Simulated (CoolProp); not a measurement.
Model: reference Helmholtz-energy equation of state, Thol 2012, in CoolProp.

**Question.** For benzene, give the phase and the density (kg/m³), cv (kJ/(kg K)), expansivity (1/kK), fugacity coefficient at 221.35 °C and 0.483 MPa; 250.35 °C and 0.483 MPa; 279.25 °C and 0.483 MPa.

**Answer.** 
- 221.35 °C and 0.483 MPa: gas; density 9.70, cv 1.68, expansivity 2.42, fugacity coefficient 0.949
- 250.35 °C and 0.483 MPa: gas; density 9.07, cv 1.76, expansivity 2.21, fugacity coefficient 0.958
- 279.25 °C and 0.483 MPa: gas; density 8.53, cv 1.84, expansivity 2.05, fugacity coefficient 0.965
